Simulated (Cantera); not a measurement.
Charge: 1 mol SiH₂Cl₂, 0.051 mol HCl, 63 mol H₂, held at 650 °C and 750 Torr.

Cantera equilibrium calculation (NASA polynomials, part measured and part estimated; ideal gas, pure solids and liquids). Candidate condensed phases: Si; 19 gas species. The tables' values for SiCl₃ are old estimates; treat these amounts as uncertain. Equilibrium is a limit: real reactors are often held back by kinetics, nucleation or transport.

Base state: H₂ 0.989, SiHCl₃ 0.00473, SiCl₄ 0.00342, HCl 0.00255, SiH₂Cl₂ 0.000641, SiCl₃ 2.83e-5, SiH₃Cl 2.14e-5 (mole fractions); condensed: Si(s).

Problem. What changes in the equilibrium state with this change: temperature from 650 °C to 1075 °C?

Solution. 
| species | before | after |
|---|---|---|
| H₂ | 0.989 | 0.973 |
| HCl | 0.00255 | 0.0240 |
| SiCl₂ | 9.45e-6 | 0.00166 |
| SiHCl₃ | 0.00473 | 0.000624 |
| SiCl₄ | 0.00342 | 0.000271 |
| SiCl₃ | 2.83e-5 | 0.000299 |
| Si(s), mol | 0.430 | 0.800 |
